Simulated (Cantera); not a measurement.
# Equilibrium for carbon deposition, reforming and gasification: n-butane + H₂O

Feed: 1 mol n-butane, 0.37 mol H₂O, at 1.80 mbar.

Equilibrium computed with Cantera from the NASA thermochemical tables; the gas is ideal and each condensed phase is pure. Candidate condensed phases: C, C₆H₆, C₇H₈, C₈H₁₈, H₂O; 110 gas species. Equilibrium is a limit: real reactors are often held back by kinetics, nucleation or transport.

From 823 K to 1223 K the condensed part is C(graphite). The main C-bearing gas is CO throughout.

| T (K) | log p H₂ | log p CO | log p CH₄ | log p H₂O | log p CO₂ | log p H | log p C₂H₂ (acetylene) | log p CH₃ | n C(graphite) |
|---|---|---|---|---|---|---|---|---|---|
| 823 | -2.77 | -3.95 | -5.58 | -5.60 | -6.22 | -12.52 | -14.25 | -14.15 | 3.63 |
| 873 | -2.77 | -3.94 | -5.90 | -6.08 | -6.82 | -11.72 | -13.43 | -13.65 | 3.63 |
| 923 | -2.77 | -3.94 | -6.18 | -6.52 | -7.37 | -11.00 | -12.70 | -13.19 | 3.63 |
| 973 | -2.77 | -3.94 | -6.44 | -6.92 | -7.87 | -10.35 | -12.04 | -12.79 | 3.63 |
| 1023 | -2.77 | -3.94 | -6.67 | -7.27 | -8.32 | -9.77 | -11.45 | -12.42 | 3.63 |
| 1073 | -2.77 | -3.94 | -6.89 | -7.60 | -8.72 | -9.24 | -10.92 | -12.10 | 3.63 |
| 1123 | -2.77 | -3.94 | -7.08 | -7.89 | -9.09 | -8.76 | -10.43 | -11.80 | 3.63 |
| 1173 | -2.77 | -3.94 | -7.26 | -8.16 | -9.43 | -8.32 | -9.99 | -11.52 | 3.63 |
| 1223 | -2.77 | -3.94 | -7.42 | -8.41 | -9.73 | -7.91 | -9.58 | -11.27 | 3.63 |
log p: log10 of the partial pressure in bar; n: condensed amount in mol.
